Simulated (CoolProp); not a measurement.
Vapour-liquid equilibrium of propylene (1) + R115 (2) at 327.6 K; x and y are mole fractions of (1).

Computed with CoolProp (multi-fluid Helmholtz-energy mixture model, Lemmon 2013 and Lemmon 2016; pair parameters Bell 2016).

Problem. Give the bubble pressure and the first vapour's composition at x = 0.35, 0.65, 0.95. Is there an azeotrope?

Solution. x = 0.35: 22.92 bar, y = 0.406; x = 0.65: 24.55 bar, y = 0.657; x = 0.95: 23.23 bar, y = 0.935. y crosses x between x = 0.65 and 0.75: the model has an azeotrope there.

The pair parameters rest on a limited set of measurements; away from them the model extrapolates.
